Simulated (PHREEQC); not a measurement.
Phosphoric acid bath with buffer: an equilibrium model

Solution A (0.043 mol/kgw NaH2PO4 and 0.0032 mol/kgw HF) is mixed with solution B (160 mmol/kgw KH2PO4 and 0.34 mmol/kgw KOH) at 25 °C; shares are by mass of water, 1 kg in all. Oxygen alone is held at its pressure in air (log pO2 = -0.68). No CO2 enters from the air. Nothing may precipitate in this run.

Computed with PHREEQC (ion-association model, wateq4f.dat).

Question: Predict pH, F- (mol/kgw), HF (mol/kgw) at share of solution B = 0.1, 0.3, 0.4, 0.5, 0.6.

Answer: 
```json
[
 {"share of solution B": "0.1", "pH": "3.54", "F- (mol/kgw)": "0.00212", "HF (mol/kgw)": "0.000719"},
 {"share of solution B": "0.3", "pH": "3.75", "F- (mol/kgw)": "0.00184", "HF (mol/kgw)": "0.000379"},
 {"share of solution B": "0.4", "pH": "3.85", "F- (mol/kgw)": "0.00164", "HF (mol/kgw)": "0.000262"},
 {"share of solution B": "0.5", "pH": "3.96", "F- (mol/kgw)": "0.00141", "HF (mol/kgw)": "0.000174"},
 {"share of solution B": "0.6", "pH": "4.07", "F- (mol/kgw)": "0.00116", "HF (mol/kgw)": "0.000108"}
]
```

Species that the database lacks are ignored. H3PO4, which wateq4f.dat lacks, is added to it with the constant of phreeqc.dat.
